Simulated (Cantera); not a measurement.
Mixture: CO : H2 : CH4 : O2 : N2 : H2O = 1 : 0.2 : 0.15 : 1.73 : 6.51 : 0.77 (molar parts), equivalence ratio 0.52, at 400000 Pa, adiabatic and at constant volume. Ignition delay is the time to a rise of 400 K.

Cantera simulation using GRI-Mech 3.0 (53 species, 325 reactions); the numbers are that mechanism's predictions, not measurements. Below about 1000 K GRI-Mech 3.0 lacks low-temperature oxidation paths. Below about 950 K walls govern HO2 and H2O2 in real vessels.

**Question.** What does this change do: CO 1 to 2.1 parts?

**Answer.** 
| quantity | before | after |
|---|---|---|
| delay at 925 K | 84.0 ms | 49.2 ms |
| delay at 1125 K | 0.767 ms | 0.543 ms |
| delay at 1325 K | 66.4 µs | 53.7 µs |
| delay at 1525 K | 19.3 µs | 17.0 µs |
| delay at 1725 K | 9.97 µs | 9.13 µs |
| apparent activation energy between 1625 and 1825 K | 63 kJ/mol | 61 kJ/mol |
Where the delays flatten at high temperature, the 400 K rule measures the pace of heat release, not the induction time.
